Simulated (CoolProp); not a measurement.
The fluid at 560.96 K and 8.34 MPa flows at 0.058 m/s in a round tube of 1 mm bore and 15 µm roughness, fully developed (64/Re and Nu = 3.66 if laminar; Colebrook and Gnielinski if turbulent). The same conditions are run with several fluids, on thermodynamics alone (safety and materials aside).

Values from CoolProp's reference Helmholtz-energy equation of state of each fluid (sulfur hexafluoride: Guder 2009; propane: Lemmon 2009; nitrogen: Span 2000; carbon dioxide: Span 1996; n-heptane: Span 2003).

```csv
fluid,Reynolds number,Darcy friction factor,pressure drop (Pa/m),heat-transfer coefficient (W/(m² K)),mass flow (kg/h)
sulfur hexafluoride,515,0.124,57.2,146,0.0449
propane,289,0.221,33.9,240,0.0149
nitrogen,?,0.660,53.6,163,0.00792
carbon dioxide,?,0.376,51.2,149,0.0133
n-heptane,?,0.167,119,273,?
```

What belongs in the gaps?


- nitrogen, Reynolds number: 97.0
- carbon dioxide, Reynolds number: 170
- n-heptane, Reynolds number: 382
- n-heptane, mass flow (kg/h): 0.0690

Transport values come from each fluid's own correlations.
